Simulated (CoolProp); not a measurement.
100 sccm (0 °C, 1 atm) of nitrogen bubbles through liquid methanol at 294 K and leaves saturated at a total pressure of 0.15 MPa (ideal gas phase). Each further row changes one setting.

Model: reference Helmholtz-energy equation of state, de Reuck 1993, in CoolProp.

| case | vapour pressure (kPa) | mole fraction of vapour | delivery (mg/min) | delivery (sccm) | change of delivery for a bath 1 K warmer (%) |
|---|---|---|---|---|---|
| as stated | 13.6 | 0.0909 | 14.3 | 10.0 | 6.1 |
| bath temperature 299 K | 17.7 | 0.118 | ___ | 13.4 | ___ |
| total pressure 0.3 MPa | 13.6 | ___ | 6.81 | 4.76 | 5.8 |

Question: Fill in the missing entries.

Answer: 
- bath temperature 299 K, delivery (mg/min): 19.2
- bath temperature 299 K, change of delivery for a bath 1 K warmer (%): 6.0
- total pressure 0.3 MPa, mole fraction of vapour: 0.0455
